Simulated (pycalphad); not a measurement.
CALPHAD calculation (pycalphad, COST 507 light-alloy database (1999)), 1 atm. The data set is of 1999 and partly superseded. Phase fractions are per mole of atoms. Diffusion is slow at the low end, where real alloys seldom reach equilibrium.

### Question
Give the equilibrium state of Ti-7.025Hf-0.369B (wt.%) at 1770 K.

### Answer
bcc, fraction 0.970, with 7.1 Hf, 0.05 B wt.%; BM, fraction 0.030, with 1.2 Hf, 18.3 B wt.%.

### Question
Give the equilibrium state of Ti-7.025Hf-0.369B (wt.%) at 970 K.

### Answer
hcp, fraction 0.968, with 7.1 Hf, 0.02 B wt.%; BM, fraction 0.032, with 0.69 Hf, 18.3 B wt.%.

Database names, with the compositions (at.%) that they take in these runs: BM: Ti 50 B 50.
